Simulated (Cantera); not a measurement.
Charge: 1 mol Fe(CO)5, 0.012 mol O2, 1.3 mol H2, equilibrated at 1000 K and 0.000550 bar.

Method: chemical equilibrium by Gibbs-energy minimisation in Cantera with the NASA 1993 tables (ideal gas, pure condensed phases). Candidate condensed phases: C, C6H6, C7H8, C8H18, Fe, Fe(CO)5, FeO, Fe(OH)2, Fe(OH)3, Fe2O3, Fe3O4, H2O; 114 gas species. The numbers say what is thermodynamically allowed, not how fast it happens.

Base state: CO 0.790, H2 0.206, CO2 0.00322, H2O 0.000585 (mole fractions); condensed: Fe(α).

**Question.** What changes in the equilibrium state with this change: O2 from 0.012 to 0.023 mol?

**Answer.** 
```json
[
 {"species": "CO", "before": "0.790", "after": "0.787"},
 {"species": "H2", "before": "0.206", "after": "0.205"},
 {"species": "CO2", "before": "0.00322", "after": "0.00618"},
 {"species": "H2O", "before": "0.000585", "after": "0.00112"},
 {"species": "Fe(α), mol", "before": "1.00", "after": "1.00"}
]
```

**Question.** What changes in the equilibrium state with this change: 0.32 mol CO2 added?

**Answer.** 
```
species       before    after
----------  --------  -------
CO             0.790    0.759
H2             0.206    0.189
CO2          0.00322   0.0443
H2O         0.000585  0.00767
Fe(α), mol      1.00     1.00
```
